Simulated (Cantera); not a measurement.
An adiabatic, constant-pressure homogeneous reactor starts with CH4 : O2 : N2 = 1 : 3.08 : 11.6 (molar parts), at 1225 K and 1050 Torr. Integrator tolerance rtol = 1e-08.

Cantera simulation using GRI-Mech 3.0 (53 species, 325 reactions); the numbers are that mechanism's predictions, not measurements.

### Question
What does this change do: pressure from 1050 Torr to 353 Torr?

### Answer
```tsv
quantity	before	after
time of steepest temperature rise	19.3 ms	46.8 ms
temperature at 0.700 s	2417 K	2385 K
equilibrium temperature	2417 K	2385 K
x(CH4) at 0.700 s	<1e-12 (gas-phase equilibrium <1e-12)	<1e-12 (gas-phase equilibrium <1e-12)
x(O2) at 0.700 s	0.0633 (gas-phase equilibrium 0.0633)	0.0640 (gas-phase equilibrium 0.0640)
x(NO) at 0.700 s	0.0105 (gas-phase equilibrium 0.0105)	0.00991 (gas-phase equilibrium 0.00991)
x(H2O) at 0.700 s	0.121 (gas-phase equilibrium 0.121)	0.119 (gas-phase equilibrium 0.119)
x(CO) at 0.700 s	0.00463 (gas-phase equilibrium 0.00463)	0.00641 (gas-phase equilibrium 0.00641)
```

### Question
What does this change do: constant volume in place of constant pressure?

### Answer
```json
[
 {"quantity": "time of steepest temperature rise", "before": "19.3 ms", "after": "18.6 ms"},
 {"quantity": "temperature at 0.700 s", "before": "2417 K", "after": "2627 K"},
 {"quantity": "equilibrium temperature", "before": "2417 K", "after": "2627 K"},
 {"quantity": "x(CH4) at 0.700 s", "before": "<1e-12 (gas-phase equilibrium <1e-12)", "after": "<1e-12 (gas-phase equilibrium <1e-12)"},
 {"quantity": "x(O2) at 0.700 s", "before": "0.0633 (gas-phase equilibrium 0.0633)", "after": "0.0617 (gas-phase equilibrium 0.0617)"},
 {"quantity": "x(NO) at 0.700 s", "before": "0.0105 (gas-phase equilibrium 0.0105)", "after": "0.0148 (gas-phase equilibrium 0.0148)"},
 {"quantity": "x(H2O) at 0.700 s", "before": "0.121 (gas-phase equilibrium 0.121)", "after": "0.116 (gas-phase equilibrium 0.116)"},
 {"quantity": "x(CO) at 0.700 s", "before": "0.00463 (gas-phase equilibrium 0.00463)", "after": "0.00880 (gas-phase equilibrium 0.00880)"}
]
```
